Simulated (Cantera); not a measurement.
# Low-pressure radical oxidation in H2/O2

An isothermal, constant-pressure homogeneous reactor starts with H₂ : O₂ : N₂ = 0.0083 : 1 : 3.5 (molar parts), equivalence ratio 0.0042, at 1000 K and 2670 Pa.

Model: GRI-Mech 3.0 (53 species, 325 reactions), integrated in Cantera. Radical loss at walls, strong at low pressure, is not modelled.

```csv
t (s),x H₂,x O₂,x NO,x H₂O₂,x NO₂,x H₂O,x HO₂
0.000400,0.00184,0.222,<1e-12,<1e-12,<1e-12,<1e-12,3.22e-12
0.00136,0.00184,0.222,<1e-12,<1e-12,<1e-12,3.46e-12,1.11e-11
0.00460,0.00184,0.222,<1e-12,<1e-12,<1e-12,6.95e-11,3.97e-11
0.0156,0.00184,0.222,<1e-12,<1e-12,<1e-12,6.24e-9,3.50e-10
0.0529,0.000972,0.221,9.11e-11,5.69e-8,<1e-12,0.000723,1.67e-6
0.179,4.18e-6,0.221,2.30e-9,7.08e-9,1.73e-12,0.00182,4.91e-7
0.609,5.09e-7,0.221,2.48e-9,4.92e-9,4.84e-12,0.00184,1.82e-7
2.06,5.28e-8,0.221,2.51e-9,2.14e-9,1.13e-11,0.00184,4.69e-8
7.00,5.19e-9,0.221,2.52e-9,4.57e-10,1.72e-11,0.00184,9.14e-9
```
x: mole fraction; the columns are a selection and need not sum to one.

Equilibrium at this temperature and pressure: H₂ 2.11e-12, O₂ 0.221, NO 3.21e-5, H₂O₂ <1e-12, NO₂ 2.88e-7, H₂O 0.00184, HO₂ 5.31e-11 (gas phase only).
